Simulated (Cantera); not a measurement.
A perfectly stirred reactor is fed with 14.4 % H₂, 15.7 % O₂, 58.9 % N₂, 11.0 % H₂O, equivalence ratio 0.46, at 1.00 bar; it is adiabatic with a 625 K inlet, and is followed from long to short residence time, starting on the burning branch (τ in s: 0.021, 0.01, 0.0051, 0.0025, 0.0012, 0.00058, 0.00028, 0.00014, 6.7e-05, 3.3e-05).

Model: GRI-Mech 3.0 (53 species, 325 reactions), integrated in Cantera.

One state of this run: T (K) = 1509; x H₂ = 0.0104; x O₂ = 0.0932; x H₂O = 0.254; x H₂O₂ = 3.44e-6; x HO₂ = 6.46e-5; x H = 0.00516; x OH = 0.00604. x: mole fraction; the columns are a selection and need not sum to one.

**Question.** Which value of τ (s) does it belong to?
A) 0.00058
B) 0.00014
C) 0.00028
D) 0.010

**Answer.** B, 0.00014
